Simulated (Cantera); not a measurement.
An adiabatic, constant-volume homogeneous reactor starts with H2 : O2 : N2 : NO = 1 : 0.704 : 2.65 : 0.012 (molar parts), at 1775 K and 0.730 bar. Integrator tolerance rtol = 1e-08.

Computed with Cantera and GRI-Mech 3.0 (53 species, 325 reactions).

What does this change do: initial temperature 1775 to 1600 K?


```tsv
quantity	before	after
time of steepest temperature rise	8.36 µs	13.4 µs
temperature at 4.00 s	2910 K	2869 K
equilibrium temperature	2910 K	2869 K
x(H2) at 4.00 s	0.0283 (gas-phase equilibrium 0.0283)	0.0245 (gas-phase equilibrium 0.0245)
x(O2) at 4.00 s	0.0438 (gas-phase equilibrium 0.0438)	0.0439 (gas-phase equilibrium 0.0439)
x(NO) at 4.00 s	0.0177 (gas-phase equilibrium 0.0177)	0.0169 (gas-phase equilibrium 0.0169)
x(NO2) at 4.00 s	5.25e-6 (gas-phase equilibrium 5.25e-6)	5.39e-6 (gas-phase equilibrium 5.39e-6)
x(O) at 4.00 s	0.0164 (gas-phase equilibrium 0.0164)	0.0136 (gas-phase equilibrium 0.0136)
x(HO2) at 4.00 s	1.56e-5 (gas-phase equilibrium 1.56e-5)	1.51e-5 (gas-phase equilibrium 1.51e-5)
```
